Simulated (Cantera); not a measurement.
A Cantera script and what it prints.

```python
import numpy as np
import cantera as ct

gas_names = """
    CL CL2 H HCL H2 Si SiCL SiCL2 SiCL3 SiCL4 SiH SiHCL3 SiH2 SiH2CL2 SiH3 SiH3CL SiH4 Si2 Si3
""".split()
cond_names = """
    Si(cr) Si(L)
""".split()


# ... load() reads the species with a 1 bar reference pressure and builds the phases ...
atoms = {
    'SiH4': {'Si': 1, 'H': 4},
    'HCl': {'H': 1, 'CL': 1},
    'H2': {'H': 2},
}
top_T = {}  # K; cautious upper limits of use, not melting points


# ... equilibrate(T, P, feed) seeds the gas with the atoms and calls Mixture.equilibrate('TP', solver="vcs", rtol=1e-11, max_steps=5000) ...
results = []
feed = {'SiH4': 1, 'HCl': 0.75, 'H2': 7.8}  # mol
P = 16000  # Pa
for T in [850, 950, 1050, 1150, 1250, 1350, 1450, 1550, 1650]:
    mix = equilibrate(T, P, feed)
    results.append((T, P, feed, dict(zip(mix.species_names, mix.species_moles))))

top = {s: max(r[3][s] / sum(r[3][g] for g in gas_names) for r in results) for s in gas_names}
cols = sorted((s for s in top if top[s] > 0.001), key=lambda s: -top[s])[:5]
seen = [c for c in cond_names if any(r[3].get(c, 0) > 1e-12 for r in results)]
print("log10 of partial pressures in bar; condensed amounts in mol")
print(f"{'T/K':>10s}" + "".join(f"{s[:9]:>10s}" for s in cols + seen))
for T, P, feed, n in results:
    ng = sum(n[g] for g in gas_names)
    print(f"{T:10.4g}" + "".join(f"{np.log10(max(n[s] / ng * P / 1e5, 1e-99)):10.3f}" for s in cols)
          + "".join(f"{n.get(c, 0):10.4g}" for c in seen))
```

It prints:

```
log10 of partial pressures in bar; condensed amounts in mol
       T/K        H2       HCL     SiCL4     SiCL2    SiHCL3    Si(cr)
       850    -0.806    -3.406    -2.734    -5.931    -2.914    0.7966
       950    -0.807    -2.956    -2.764    -4.920    -2.954    0.8092
      1050    -0.810    -2.608    -2.842    -4.134    -3.028    0.8314
      1150    -0.814    -2.350    -3.017    -3.543    -3.173    0.8605
      1250    -0.819    -2.185    -3.365    -3.151    -3.447    0.8857
      1350    -0.822    -2.111    -3.924    -2.951    -3.877    0.8975
      1450    -0.823    -2.090    -4.581    -2.868    -4.378     0.899
      1550    -0.823    -2.088    -5.215    -2.830    -4.860    0.8969
      1650    -0.823    -2.090    -5.789    -2.807    -5.297     0.894
```

Equilibrium computed with Cantera from the NASA thermochemical tables; the gas is ideal and each condensed phase is pure. The tables' values for SiCl3 are old estimates; treat these amounts as uncertain.
